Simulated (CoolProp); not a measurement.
Vapour-liquid equilibrium of R134a (1) + R245fa (2) at 0.427 bar; x and y are mole fractions of (1).

The numbers come from the multi-fluid Helmholtz-energy mixture model, Tillner-Roth 1994 and Akasaka 2015; pair parameters Akasaka 2014 in CoolProp.

**Question.** Give the bubble temperature and the first vapour's composition at x = 0.45, 0.55, 0.65. Is there an azeotrope?

**Answer.** x = 0.45: -30.6 °C, y = 0.858; x = 0.55: -33.7 °C, y = 0.903; x = 0.65: -36.3 °C, y = 0.936. No azeotrope shows between x = 0.05 and 0.95.

Pair parameters are fitted to limited data, so mixtures are less certain than the pure fluids.
